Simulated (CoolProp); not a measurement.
Saturation properties of the fluoroketone C6F12O (FK-5-1-12) (Tc = 441.8 K, pc = 1869 kPa, ω = 0.471).

Model: reference Helmholtz-energy equation of state, McLinden 2015, in CoolProp.

```
T (K)  p (kPa)  liquid density (kg/m³)  enthalpy of vaporisation (kJ/kg)  liquid cp (kJ/(kg K))  vapour Z
-----  -------  ----------------------  --------------------------------  ---------------------  --------
344.3    205.6                    1451                             80.99                  1.148    0.8938
355.1    279.8                    1412                             77.27                  1.164    0.8681
366      373.8                    1369                             73.23                  1.183    0.8381
376.9    490.0                    1323                             68.82                  1.207    0.8035
387.8    631.7                    1272                             63.93                  1.238    0.7635
398.7    802.5                    1216                             58.41                  1.279    0.7169
409.6     1007                    1152                             51.99                  1.342    0.6618
420.5     1250                    1074                             44.12                  1.456    0.5938
```

It boils at 322.2 K under 1 atm.
